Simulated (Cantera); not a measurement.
A closed system holds: 1 mol BN, 4.1 mol H2O, 28 mol N2, at 0.300 bar.

Equilibrium computed with Cantera from the NASA thermochemical tables; the gas is ideal and each condensed phase is pure. Candidate condensed phases: B, BN, B2O3, B3O3H3, H2O; 39 gas species. Gases not in the tables: H3BO3. Equilibrium is a limit: real reactors are often held back by kinetics, nucleation or transport.

x: gas mole fraction; n: condensed amount in mol.

```csv
T (K),x N2,x H2O,x H2,x HBO2,x B2O3,x (HBO2)3,n B2O3(l)
973,0.874,0.0792,0.0460,7.52e-6,___,0.000391,0.481
1073,0.874,0.0794,0.0460,5.58e-5,___,0.000241,0.487
1173,0.874,0.0794,0.0460,0.000288,___,0.000159,0.488
1273,0.874,0.0790,0.0460,0.00113,___,0.000110,0.476
1373,0.873,0.0777,0.0459,0.00358,___,7.79e-5,0.438
1473,0.870,0.0746,0.0458,0.00947,___,5.54e-5,0.341
1573,0.865,0.0681,0.0455,0.0214,___,3.78e-5,0.136
1673,0.861,0.0642,0.0453,0.0287,___,7.76e-6,0
```

**Question.** Complete the blanks.

**Answer.** 
- 973, x B2O3: 2.95e-12
- 1073, x B2O3: 2.87e-10
- 1173, x B2O3: 1.24e-8
- 1273, x B2O3: 2.89e-7
- 1373, x B2O3: 4.17e-6
- 1473, x B2O3: 4.12e-5
- 1573, x B2O3: 0.000299
- 1673, x B2O3: 0.000726
